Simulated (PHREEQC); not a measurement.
Buffer: an equilibrium model

Consider water at 25 °C with 5.3 mmol/kgw HF, 0.13 mmol/kgw Na2CO3 and 0.04 mmol/kgw NaCl. Closed to the air; pH follows from the charge balance.

All values are PHREEQC results (ion-association model, phreeqc.dat), not measurements.

Precipitation was switched off in this run.

Task: What pH, specific conductance does the model give?

Result: pH 2.85; specific conductance 614 µS/cm.

Task: In which forms is F present?

Result: HF 67 %, F- 33 %, HF2- 0.9 % of the F.

Complexes and solids missing from the database can't appear.
